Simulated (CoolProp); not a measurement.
CH2F2 (R32) at 298.15 K and 0.122 MPa is throttled through a valve to 0.03 MPa with no heat exchange. Each further row changes one setting.

The numbers come from the reference Helmholtz-energy equation of state, Tillner-Roth 1997 in CoolProp.

```csv
case,temperature change (K),final density (kg/m³)
as stated,-2.4,0.637
outlet pressure 0.009 MPa,-2.9,0.191
outlet pressure 0.039 MPa,-2.2,0.828
```
